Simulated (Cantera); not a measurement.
Stirred combustor or abatement burner

A perfectly stirred reactor is fed with 39.8 % H2, 11.7 % O2, 44.2 % N2, 4.38 % H2O, equivalence ratio 1.7, at 1.01 bar; it is adiabatic with a 625 K inlet, and is followed from long to short residence time, starting on the burning branch (τ in s: 0.046, 0.022, 0.011, 0.0053, 0.0026, 0.0013, 0.00062, 0.0003, 0.00015, 7.2e-05, 3.5e-05).

Model: the H2/O2 subset of GRI-Mech 3.0, which has no nitrogen chemistry, integrated in Cantera.

```json
[
 {"τ (s)": "0.046", "T (K)": "2295", "x H2": "0.183", "x O2": "5.45e-5", "x H2O": "0.311", "x H": "0.00656", "x O": "4.41e-5", "x HO2": "3.53e-8"},
 {"τ (s)": "0.022", "T (K)": "2282", "x H2": "0.182", "x O2": "8.84e-5", "x H2O": "0.310", "x H": "0.00826", "x O": "6.93e-5", "x HO2": "6.06e-8"},
 {"τ (s)": "0.011", "T (K)": "2263", "x H2": "0.181", "x O2": "0.000144", "x H2O": "0.309", "x H": "0.0107", "x O": "0.000115", "x HO2": "1.06e-7"},
 {"τ (s)": "0.0053", "T (K)": "2234", "x H2": "0.179", "x O2": "0.000244", "x H2O": "0.307", "x H": "0.0144", "x O": "0.000204", "x HO2": "1.90e-7"},
 {"τ (s)": "0.0026", "T (K)": "2195", "x H2": "0.177", "x O2": "0.000413", "x H2O": "0.305", "x H": "0.0195", "x O": "0.000361", "x HO2": "3.28e-7"},
 {"τ (s)": "0.0013", "T (K)": "2143", "x H2": "0.174", "x O2": "0.000687", "x H2O": "0.301", "x H": "0.0260", "x O": "0.000616", "x HO2": "5.41e-7"},
 {"τ (s)": "0.00062", "T (K)": "2071", "x H2": "0.171", "x O2": "0.00117", "x H2O": "0.297", "x H": "0.0350", "x O": "0.00104", "x HO2": "9.04e-7"},
 {"τ (s)": "0.00030", "T (K)": "1982", "x H2": "0.166", "x O2": "0.00192", "x H2O": "0.291", "x H": "0.0460", "x O": "0.00165", "x HO2": "1.49e-6"},
 {"τ (s)": "0.00015", "T (K)": "1880", "x H2": "0.162", "x O2": "0.00304", "x H2O": "0.285", "x H": "0.0583", "x O": "0.00238", "x HO2": "2.43e-6"},
 {"τ (s)": "7.2e-5", "T (K)": "1758", "x H2": "0.158", "x O2": "0.00497", "x H2O": "0.278", "x H": "0.0723", "x O": "0.00323", "x HO2": "4.27e-6"},
 {"τ (s)": "3.5e-5", "T (K)": "1625", "x H2": "0.157", "x O2": "0.00852", "x H2O": "0.268", "x H": "0.0848", "x O": "0.00402", "x HO2": "8.16e-6"}
]
```
x: mole fraction; the columns are a selection and need not sum to one.
